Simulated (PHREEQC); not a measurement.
Make-up at 20 °C: 0.011 mol/kgw CaSO4, 0.0051 mol/kgw Na2SO4 and 0.00083 mol/kgw NaCl. Closed to the air; pH follows from the charge balance.

Computed with PHREEQC (ion-association model, phreeqc.dat).

Problem. The ionic strength comes out as 0.0452 mol/kgw. What activity coefficients do SO4-2, Cl-, Ca+2, NaSO4-, Na+ get?

Solution. SO4-2 0.48, Cl- 0.82, Ca+2 0.49, NaSO4- 0.84, Na+ 0.83.

No solid was allowed to form.
